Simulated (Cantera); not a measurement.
A closed system holds: 1 mol CH3SiH3, 0.052 mol HCl, 540 mol H2, 0.67 mol CH4, held at 902 °C and 17.3 Torr.

These are equilibrium values from Cantera (NASA tables, ideal gas, pure condensed phases), not measurements of a reactor. The feed counts by its element totals alone. Equilibrium is a limit: real reactors are often held back by kinetics, nucleation or transport.

```tsv
species	before	after
H2	0.999	0.961
H	8.08e-7	0.0360
Si	<1e-9	0.00148
SiH	<1e-9	9.76e-5
SiC2	<1e-9	8.02e-5
Si2C	<1e-9	5.72e-5
SiH2	<1e-9	2.67e-5
C2H2 (acetylene)	6.37e-8	0.00139
CH4	0.000440	4.23e-6
C(graphite), mol	0.430	0
SiC(s), mol	1.00	0
```
Gas species are given as mole fractions.

Q: Name the change that produced these shifts.
A) temperature from 902 °C to 1875 °C
B) temperature from 902 °C to 802 °C
C) temperature from 902 °C to 1627 °C
D) temperature from 902 °C to 1925 °C

A: D, temperature from 902 °C to 1925 °C. Gases not in the tables: Si2H6 and higher silanes
